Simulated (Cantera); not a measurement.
An isothermal, constant-pressure homogeneous reactor starts with CH₄ : H₂ : H = 0.013 : 1 : 0.039 (molar parts), at 1498 K and 0.0237 atm.

Detailed kinetics in Cantera: GRI-Mech 3.0 (53 species, 325 reactions). GRI-Mech 3.0 stops at C3 and has no aromatics, soot or wall deposition, so with more carbon than oxygen in the feed, carbon stays in small species such as C2H2 where larger ones or solid carbon would form. Radical loss at walls, strong at low pressure, is not modelled.

x: mole fraction; the columns are a selection and need not sum to one.

| t (s) | x CH₄ | x H₂ | x H | x CH₃ | x C₂H₆ | x C₂H |
|---|---|---|---|---|---|---|
| 8.00e-6 | 0.0109 | 0.952 | 0.0356 | 0.00142 | (withheld) | 8.29e-12 |
| 2.20e-5 | 0.00941 | 0.954 | 0.0339 | 0.00291 | (withheld) | 3.15e-10 |
| 6.02e-5 | 0.00791 | 0.956 | 0.0317 | 0.00424 | (withheld) | 3.42e-9 |
| 0.000165 | 0.00745 | 0.959 | 0.0291 | 0.00422 | (withheld) | 1.40e-8 |
| 0.000454 | 0.00725 | 0.964 | 0.0243 | 0.00346 | (withheld) | 3.36e-8 |
| 0.00124 | 0.00704 | 0.972 | 0.0169 | 0.00237 | (withheld) | 4.55e-8 |
| 0.00341 | 0.00697 | 0.980 | 0.00954 | 0.00134 | (withheld) | 3.64e-8 |
| 0.00937 | 0.00704 | 0.985 | 0.00451 | 0.000644 | (withheld) | 2.01e-8 |
| 0.0257 | 0.00710 | 0.988 | 0.00189 | 0.000273 | (withheld) | 9.01e-9 |
| 0.0706 | 0.00708 | 0.989 | 0.000745 | 0.000108 | (withheld) | 3.69e-9 |
| 0.194 | 0.00704 | 0.990 | 0.000296 | 4.25e-5 | (withheld) | 1.50e-9 |
| 0.531 | 0.00701 | 0.990 | 0.000140 | 2.00e-5 | (withheld) | 7.16e-10 |
| 1.46 | 0.00696 | 0.990 | 0.000107 | 1.52e-5 | 7.39e-8 | 5.54e-10 |
| 4.00 | 0.00684 | 0.990 | 0.000106 | 1.48e-5 | 7.06e-8 | 5.60e-10 |

Question: Complete the blanks.

Answer: 
- 8.00e-6, x C₂H₆: 3.81e-7
- 2.20e-5, x C₂H₆: 4.05e-6
- 6.02e-5, x C₂H₆: 1.80e-5
- 0.000165, x C₂H₆: 2.43e-5
- 0.000454, x C₂H₆: 1.98e-5
- 0.00124, x C₂H₆: 1.34e-5
- 0.00341, x C₂H₆: 7.69e-6
- 0.00937, x C₂H₆: 3.87e-6
- 0.0257, x C₂H₆: 1.73e-6
- 0.0706, x C₂H₆: 7.07e-7
- 0.194, x C₂H₆: 2.65e-7
- 0.531, x C₂H₆: 1.07e-7
